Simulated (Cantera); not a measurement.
Input (Python, Cantera):

```python
import numpy as np
import cantera as ct

gas = ct.Solution("gri30.yaml")
gas.TPX = 1175, 23000, {'H2': 0.42, 'O2': 1, 'N2': 0.59}
inlet = ct.Reservoir(gas, clone=True)

reactor = ct.IdealGasConstPressureReactor(gas, energy="off", clone=False)
exhaust = ct.Reservoir(gas, clone=True)
tau = [8.1, 3.2, 1.3, 0.5, 0.2, 0.077, 0.03, 0.012, 0.0047][0]
for a, b in ((inlet, reactor), (reactor, exhaust)):
    ct.MassFlowController(a, b, mdot=lambda t: reactor.mass / tau)
net = ct.ReactorNet([reactor])
show = ['H2', 'O2', 'NO2', 'HO2', 'H', 'O']

rows = []
print(f"{'tau/s':>10s}{'T/K':>9s}" + "".join(f"{s:>11s}" for s in show))
for tau in [8.1, 3.2, 1.3, 0.5, 0.2, 0.077, 0.03, 0.012, 0.0047]:
    net.initial_time = 0.0
    net.advance(30 * tau)
    before = gas.X
    net.advance(40 * tau)
    drift = np.max(np.abs(gas.X - before) / (gas.X + 1e-9))
    rows.append([gas.T, *gas[show].X, drift])
    print(f"{tau:10.3e}{gas.T:9.1f}" + "".join(f"{x:11.3e}" for x in gas[show].X))
```

Output:

```
     tau/s      T/K         H2         O2        NO2        HO2          H          O
 8.100e+00   1175.0  4.685e-05  4.388e-01  4.912e-09  1.995e-06  3.778e-07  1.290e-05
 3.200e+00   1175.0  8.709e-05  4.388e-01  3.715e-09  3.568e-06  9.641e-07  2.453e-05
 1.300e+00   1175.0  1.587e-04  4.388e-01  2.525e-09  6.164e-06  2.390e-06  4.578e-05
 5.000e-01   1175.0  2.984e-04  4.388e-01  1.531e-09  1.069e-05  6.251e-06  8.866e-05
 2.000e-01   1175.0  5.424e-04  4.387e-01  9.238e-10  1.745e-05  1.569e-05  1.665e-04
 7.700e-02   1175.0  9.962e-04  4.387e-01  5.944e-10  2.756e-05  4.082e-05  3.180e-04
 3.000e-02   1175.0  1.782e-03  4.386e-01  4.592e-10  4.074e-05  1.047e-04  5.938e-04
 1.200e-02   1175.0  3.073e-03  4.385e-01  4.107e-10  5.600e-05  2.606e-04  1.070e-03
 4.700e-03   1175.0  5.265e-03  4.383e-01  3.820e-10  7.278e-05  6.586e-04  1.912e-03
```

Model: GRI-Mech 3.0 (53 species, 325 reactions), integrated in Cantera. The temperature is held fixed by assumption; the heat of reaction is taken as removed at once.
